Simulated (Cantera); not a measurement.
Stirred combustor or abatement burner

A perfectly stirred reactor is fed with 5.92 % CH4, 1.24 % H2, 19.5 % O2, 73.4 % N2, at 0.640 bar; it is adiabatic with a 575 K inlet, and is followed from long to short residence time, starting on the burning branch (τ in s: 0.46, 0.18, 0.072, 0.029, 0.011, 0.0045, 0.0018, 0.00071, 0.00028, 0.00011, 4.5e-05, 1.8e-05).

Model: GRI-Mech 3.0 (53 species, 325 reactions), integrated in Cantera.

| τ (s) | T (K) | x CH4 | x H2 | x O2 | x HO2 | x NO | x C2H | x N2O |
|---|---|---|---|---|---|---|---|---|
| 0.46 | 1951 | 2.07e-6 | 0.000176 | 0.0701 | 1.13e-6 | 0.000241 | <1e-12 | 2.00e-7 |
| 0.18 | 1948 | 4.36e-6 | 0.000245 | 0.0701 | 1.27e-6 | 0.000135 | <1e-12 | 2.41e-7 |
| 0.072 | 1941 | 8.32e-6 | 0.000384 | 0.0702 | 1.59e-6 | 8.72e-5 | <1e-12 | 2.95e-7 |
| 0.029 | 1929 | 1.51e-5 | 0.000643 | 0.0703 | 2.26e-6 | 5.99e-5 | 2.00e-12 | 3.30e-7 |
| 0.011 | 1908 | 2.81e-5 | 0.00112 | 0.0706 | 3.63e-6 | 4.04e-5 | 4.30e-12 | 3.20e-7 |
| 0.0045 | 1877 | 5.09e-5 | 0.00182 | 0.0711 | 5.78e-6 | 2.82e-5 | 8.27e-12 | 2.80e-7 |
| 0.0018 | 1830 | 9.79e-5 | 0.00284 | 0.0722 | 9.21e-6 | 2.02e-5 | 1.64e-11 | 2.32e-7 |
| 0.00071 | 1766 | 0.000208 | 0.00412 | 0.0741 | 1.45e-5 | 1.43e-5 | 3.66e-11 | 1.88e-7 |
| 0.00028 | 1683 | 0.000517 | 0.00560 | 0.0782 | 2.33e-5 | 8.65e-6 | 1.03e-10 | 1.51e-7 |
| 0.00011 | 1557 | 0.00212 | 0.00821 | 0.0900 | 5.37e-5 | 2.80e-6 | 5.50e-10 | 9.41e-8 |
| 4.5e-5 | 575 | 0.0592 | 0.0124 | 0.195 | <1e-12 | <1e-12 | <1e-12 | <1e-12 |
| 1.8e-5 | 575 | 0.0592 | 0.0124 | 0.195 | <1e-12 | <1e-12 | <1e-12 | <1e-12 |
x: mole fraction; the columns are a selection and need not sum to one.
